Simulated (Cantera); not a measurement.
Mixture: H2 : O2 : N2 = 1 : 0.769 : 4.85 (molar parts), at 7.20 atm, adiabatic and at constant volume. Ignition delay is the time to a rise of 400 K.

Detailed kinetics in Cantera: the H2/O2 subset of GRI-Mech 3.0, which has no nitrogen chemistry. The hydrogen kinetics of GRI-Mech 3.0 are dated; newer H2 mechanisms differ, most at raised pressure. Below about 950 K walls govern HO2 and H2O2 in real vessels.

What does this change do: pressure from 7.20 atm to 5.03 atm?


```tsv
quantity	before	after
delay at 900 K	0.204 s	0.252 s
delay at 975 K	27.4 ms	31.0 ms
delay at 1050 K	4.21 ms	3.87 ms
delay at 1125 K	0.547 ms	0.193 ms
delay at 1200 K	28.4 µs	21.8 µs
delay at 1275 K	9.39 µs	11.2 µs
```

What does this change do: H2 1 to 2.9 parts?


```
quantity           before     after
---------------  --------  --------
delay at 900 K    0.204 s   0.115 s
delay at 975 K    27.4 ms   16.2 ms
delay at 1050 K   4.21 ms   2.63 ms
delay at 1125 K  0.547 ms  0.377 ms
delay at 1200 K   28.4 µs   31.6 µs
delay at 1275 K   9.39 µs   9.26 µs
```
